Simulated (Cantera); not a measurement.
Input: 1 mol CH₂F₂, 0.17 mol Si, held at 1175 K and 13300 Pa.

These are equilibrium values from Cantera (NASA tables, ideal gas, pure condensed phases), not measurements of a reactor. Candidate condensed phases: C, C₆H₆, C₇H₈, C₈H₁₈, Si, SiC; 113 gas species. The numbers say what is thermodynamically allowed, not how fast it happens.

Base state: HF 0.721, H₂ 0.186, SiF₄ 0.0929, CH₄ 8.80e-5 (mole fractions); condensed: C(graphite).

Question: What changes in the equilibrium state with this change: Si from 0.17 to 0.0079 mol?

Answer: 
```csv
species,before,after
HF,0.721,0.988
H₂,0.186,0.00793
SiF₄,0.0929,0.00397
CH₄,8.80e-5,1.61e-7
"C(graphite), mol",1.000,1.00
```
